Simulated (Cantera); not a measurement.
A Cantera script and what it prints.

```python
import numpy as np
import cantera as ct

gas_names = [...]  # 47 gases of nasa_gas.yaml made of Cl, H, N, O, Si
cond_names = """
    H2O(s) H2O(L) NH4CL(a) NH4CL(b) Si(cr) Si(L) SiO2(Lqz) SiO2(hqz) SiO2(L) Si2N2O(s) Si3N4(a)
""".split()


# ... load() reads the species with a 1 bar reference pressure and builds the phases ...
atoms = {
    'SiH2Cl2': {'Si': 1, 'H': 2, 'CL': 2},
    'N2O': {'N': 2, 'O': 1},
}
top_T = {'Si2N2O(s)': 2100, 'Si3N4(a)': 2400}  # K; cautious upper limits of use, not melting points


# ... equilibrate(T, P, feed) seeds the gas with the atoms and calls Mixture.equilibrate('TP', solver="vcs", rtol=1e-11, max_steps=5000) ...
results = []
feed = {'SiH2Cl2': 1, 'N2O': 0.51}  # mol
P = 93  # Pa
for T in [998, 1048, 1098, 1148, 1198, 1248, 1298, 1348, 1398, 1448, 1498]:
    mix = equilibrate(T, P, feed)
    results.append((T, P, feed, dict(zip(mix.species_names, mix.species_moles))))

top = {s: max(r[3][s] / sum(r[3][g] for g in gas_names) for r in results) for s in gas_names}
cols = sorted((s for s in top if top[s] > 0.001), key=lambda s: -top[s])[:6]
seen = [c for c in cond_names if any(r[3].get(c, 0) > 1e-12 for r in results)]
print("log10 of partial pressures in bar; condensed amounts in mol")
print(f"{'T/K':>10s}" + "".join(f"{s[:9]:>10s}" for s in cols + seen))
for T, P, feed, n in results:
    ng = sum(n[g] for g in gas_names)
    print(f"{T:10.4g}" + "".join(f"{np.log10(max(n[s] / ng * P / 1e5, 1e-99)):10.3f}" for s in cols)
          + "".join(f"{n.get(c, 0):10.4g}" for c in seen))
```

Result:

```
log10 of partial pressures in bar; condensed amounts in mol
       T/K       HCL        H2        N2     SiCL2       SiO     SiCL4 SiO2(hqz) Si2N2O(s)
       998    -3.088    -4.233    -4.590    -9.062   -12.993    -4.535   0.02756    0.4549
      1048    -3.092    -4.206    -4.569    -8.256   -11.728    -4.508    0.0289    0.4522
      1098    -3.095    -4.181    -4.549    -7.526   -10.579    -4.485   0.03023    0.4495
      1148    -3.099    -4.159    -4.530    -6.863    -9.533    -4.467    0.0316    0.4468
      1198    -3.103    -4.137    -4.509    -6.259    -8.577    -4.456   0.03315    0.4437
      1248    -3.108    -4.116    -4.482    -5.714    -7.701    -4.457   0.03526    0.4394
      1298    -3.114    -4.094    -4.443    -5.229    -6.899    -4.482   0.03864    0.4324
      1348    -3.125    -4.068    -4.381    -4.813    -6.167    -4.553   0.04443    0.4197
      1398    -3.145    -4.034    -4.291    -4.478    -5.499    -4.697   0.05316    0.3966
      1448    -3.178    -3.989    -4.179    -4.230    -4.887    -4.938   0.06128    0.3576
      1498    -3.238    -3.947    -4.051    -4.071    -4.326    -5.292   0.05183    0.2889
```

Cantera equilibrium calculation (NASA polynomials, part measured and part estimated; ideal gas, pure solids and liquids). Mutual solubility and eutectic melting of coexisting phases are not modelled. The tables' values for SiCl3 are old estimates; treat these amounts as uncertain. The tables hold silica as quartz up to 1696 K and as liquid above; real silica turns to tridymite and cristobalite and melts near 1996 K.
